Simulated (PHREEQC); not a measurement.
Solution (20 °C): 63 mmol/kgw NH4Cl, 24 mmol/kgw Na2SO4 and 13 mmol/kgw NaCl. Closed to the air; pH follows from the charge balance.

Computed with PHREEQC (ion-association model, phreeqc.dat).

No solid was allowed to form.

What pH, ionic strength, density does the model give?

pH 5.54; ionic strength 0.136 mol/kgw; density 1.003 g/cm³.

In which forms is Na present?

Na+ 97 %, NaSO4- 2.9 % of the Na.
